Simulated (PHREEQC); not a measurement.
**Nickel, zinc or cadmium bath: speciation**

Consider water at 20 °C with 0.62 mol ZnCl2 per kg of water. Closed to the air; pH follows from the charge balance.

Model: ion-association model, phreeqc.dat, run in PHREEQC.

```json
{
  "pH": "4.61",
  "ionic_strength": "1.38 mol/kgw",
  "activity_of_water": "0.975",
  "density": "1.070 g/cm³"
}
```

```json
[
 {"species": "Cl-", "molality": "0.846", "activity": "0.505", "log γ": "-0.224"},
 {"species": "Zn+2", "molality": "0.412", "activity": "0.0634", "log γ": "-0.813"},
 {"species": "ZnCl+", "molality": "0.118", "activity": "0.0688", "log γ": "-0.234"},
 {"species": "ZnCl3-", "molality": "0.0335", "activity": "0.0196", "log γ": "-0.234"},
 {"species": "ZnCl4-2", "molality": "0.0309", "activity": "0.00475", "log γ": "-0.813"},
 {"species": "ZnCl2", "molality": "0.0259", "activity": "0.0356", "log γ": "0.138"}
]
```

No solid was allowed to form. The ionic strength is past about 0.7 mol/kgw, beyond the range of this activity model, so the values are rough. Complexes and solids missing from the database can't appear.
